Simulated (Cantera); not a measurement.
## Thermodynamics of silicon oxide and oxynitride deposition, feed SiCl4 + N2O + N2

Charge: 1 mol SiCl4, a varied amount of N2O, 2.6 mol N2, held at 1025 °C and 51000 Pa.

Equilibrium computed with Cantera from the NASA thermochemical tables; the gas is ideal and each condensed phase is pure. Candidate condensed phases: Si, SiO2, Si2N2O, Si3N4; 23 gas species. The tables hold silica as quartz up to 1696 K and as liquid above; real silica turns to tridymite and cristobalite and melts near 1996 K. The numbers say what is thermodynamically allowed, not how fast it happens.

From 0.52 mol N2O to 34 mol N2O the condensed part is SiO2(β-quartz).

```
n(N2O) (mol)   x N2     x O2   x Cl2   x SiCl4  n SiO2(β-quartz)
------------  -----  -------  ------  --------  ----------------
0.52          0.710  2.68e-9   0.115     0.168             0.260
1             0.703  1.27e-8   0.192    0.0977             0.500
2.1           0.693  0.00733   0.290   3.90e-7             1.000
4.2           0.684    0.111   0.197   1.20e-8              1.00
8.4           0.677    0.197   0.120   2.49e-9              1.00
17            0.672    0.257  0.0664  5.81e-10              1.00
34            0.669    0.292  0.0350  1.42e-10              1.00
```
x: gas mole fraction; n: condensed amount in mol.
